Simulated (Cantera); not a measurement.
# Calcination and drying: MgCO3 + CO2 + O2

Feed: 1 mol MgCO3, 0.72 mol CO2, 0.068 mol O2, at 1973 K and 3600 Pa.

These are equilibrium values from Cantera (NASA tables, ideal gas, pure condensed phases), not measurements of a reactor. Candidate condensed phases: C, Mg, MgCO3, MgO; 15 gas species. Rates play no part.

```json
{
 "x(CO2)": "0.927",
 "x(O2)": "0.0489",
 "x(CO)": "0.0233",
 "x(O)": "0.000632",
 "x(Mg)": "1.60e-6",
 "n(MgO(s))": "1.000 mol",
 "gas_amount": "1.810 mol",
 "log10 activity of Mg(l) (absent)": "-8.71",
 "log10 activity of C(graphite) (absent)": "-9.21"
}
```
